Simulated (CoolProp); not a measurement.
Computed with CoolProp (reference Helmholtz-energy equation of state, Gao 2020).

Question: For ammonia, give the phase and the Joule-Thomson coefficient (K/MPa) at 450.05 °C and 7.29 bar.

Answer: 
- 450.05 °C and 7.29 bar: gas; Joule-Thomson coefficient 2.02
